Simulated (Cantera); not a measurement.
Source: NASA polynomial tables (part measured, part estimated), evaluated in Cantera. Values are per mole of reaction as written; species without (g) are pure solids or liquids, kept so even where they would boil at 1 bar. TaC: taken at fixed stoichiometry.

Q: Between 350 and 2150 K, where is each reaction favourable under standard conditions?
- 3 C2H4(g) + 6 TaC → 2 C6H6(g) + 6 Ta

A: 
- 3 C2H4(g) + 6 TaC → 2 C6H6(g) + 6 Ta: ΔG° is 917 kJ at 350 K and 1175 kJ at 2150 K; it stays positive (K < 1). ΔH° is 861 kJ and ΔS° -146 J/K at 2150 K.
